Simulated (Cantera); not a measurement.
**Premixed flame**

A freely propagating, adiabatic, planar premixed flame of 7.12 % CH4, 19.5 % O2, 73.4 % N2, unburnt at 675 K and 2.00 bar; mixture-averaged transport, grid criteria slope 0.08 and curve 0.16, no radiation.

Cantera simulation using GRI-Mech 3.0 (53 species, 325 reactions); the numbers are that mechanism's predictions, not measurements. Burning velocities carry a grid error of a few per cent, more on coarse grids.

```
z (mm)   T (K)  u (m/s)     x CH4    x O2    x HCN       x O    x N2O   x H2O2
-------  -----  -------  --------  ------  -------  --------  -------  -------
-0.642     676    0.985    0.0711   0.195    <1e-8     <1e-8    <1e-8  5.04e-8
-0.428     679    0.991    0.0708   0.195    <1e-8     <1e-8    <1e-8  4.54e-7
-0.321     691     1.01    0.0698   0.194    <1e-8     <1e-8    <1e-8  1.81e-6
-0.214     747     1.10    0.0659   0.189  1.42e-8   6.10e-8    <1e-8  8.19e-6
-0.107    1047     1.55    0.0468   0.163  1.23e-7   9.16e-6  3.43e-8  2.82e-5
-0.0535   1380     2.05    0.0257   0.130  3.09e-7  0.000107  9.19e-8  1.77e-5
0         1710     2.55   0.00598  0.0914  6.04e-7  0.000961  2.06e-7  1.81e-6
0.0535    1854     2.76  0.000404  0.0701  4.44e-7   0.00309  3.61e-7  6.86e-7
0.107     1912     2.84   1.46e-5  0.0629  1.47e-7   0.00389  4.75e-7  5.56e-7
0.214     1984     2.93   3.19e-8  0.0582  1.30e-8   0.00346  5.68e-7  4.27e-7
0.428     2061     3.03     <1e-8  0.0553    <1e-8   0.00227  6.45e-7  2.96e-7
0.856     2119     3.10     <1e-8  0.0537    <1e-8   0.00116  6.76e-7  2.00e-7
1.71      2151     3.14     <1e-8  0.0531    <1e-8  0.000572  5.56e-7  1.53e-7
```
x: mole fraction of selected species; z is measured from the peak of heat release.

```yaml
laminar_burning_velocity: 98.4 cm/s
thermal_thickness: 0.214 mm
peak x(HCN): 6.30e-7
peak x(O): 0.00390
peak x(H2O2): 2.89e-5
grid_points: 139
```
